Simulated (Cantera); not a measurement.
Input: 1 mol SiC, 0.045 mol N2O, 200 mol N2, at 370000 Pa.

Equilibrium computed with Cantera from the NASA thermochemical tables; the gas is ideal and each condensed phase is pure. Candidate condensed phases: C, Si, SiC, SiO2, Si2N2O, Si3N4; 34 gas species. Mutual solubility and eutectic melting of coexisting phases are not modelled. Kinetics and transport are ignored. All values below are at 1302 °C.

Base state: N2 1.000, CO 0.000129 (mole fractions); condensed: C(graphite) + Si2N2O(s) + Si3N4(s).

Task: What changes in the equilibrium state with this change: SiC replaced by Si3N4?

Result: 
| species | before | after |
|---|---|---|
| N2 | 1.000 | 1.00 |
| CO | 0.000129 | 0 |
| C(graphite), mol | 0.974 | 0 |
| Si2N2O(s), mol | 0.0192 | 0.0450 |
| Si3N4(s), mol | 0.321 | 0.970 |
